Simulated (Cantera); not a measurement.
An adiabatic, constant-volume homogeneous reactor starts with CH4 : O2 : N2 = 1 : 1.05 : 3.96 (molar parts), equivalence ratio 1.9, at 1050 K and 0.760 atm. Integrator tolerance rtol = 1e-08.

Computed with Cantera and GRI-Mech 3.0 (53 species, 325 reactions).

```
quantity                                                              before                                      after
---------------------------------  -----------------------------------------  -----------------------------------------
time of steepest temperature rise                                    0.828 s                                    0.494 s
temperature at 1.00 s                                                 2505 K                                     2579 K
equilibrium temperature                                               2505 K                                     2579 K
x(CH4) at 1.00 s                   3.96e-11 (gas-phase equilibrium 4.46e-11)      <1e-12 (gas-phase equilibrium <1e-12)
x(O2) at 1.00 s                      1.56e-5 (gas-phase equilibrium 1.56e-5)      0.0528 (gas-phase equilibrium 0.0528)
x(NO) at 1.00 s                    0.000170 (gas-phase equilibrium 0.000170)      0.0126 (gas-phase equilibrium 0.0126)
x(H2) at 1.00 s                          0.145 (gas-phase equilibrium 0.145)    0.00342 (gas-phase equilibrium 0.00342)
x(CO) at 1.00 s                          0.124 (gas-phase equilibrium 0.124)      0.0101 (gas-phase equilibrium 0.0101)
x(CH2O) at 1.00 s                    1.54e-8 (gas-phase equilibrium 1.54e-8)  2.64e-11 (gas-phase equilibrium 2.64e-11)
x(CO2) at 1.00 s                       0.0189 (gas-phase equilibrium 0.0189)      0.0578 (gas-phase equilibrium 0.0578)
```

Problem. What was changed between the two runs?
A) initial temperature 1050 to 1575 K
B) CH4 1 to 0.37 parts
C) O2 1.05 to 0.41 parts
D) pressure from 0.760 atm to 5.13 atm

Solution. B, CH4 1 to 0.37 parts
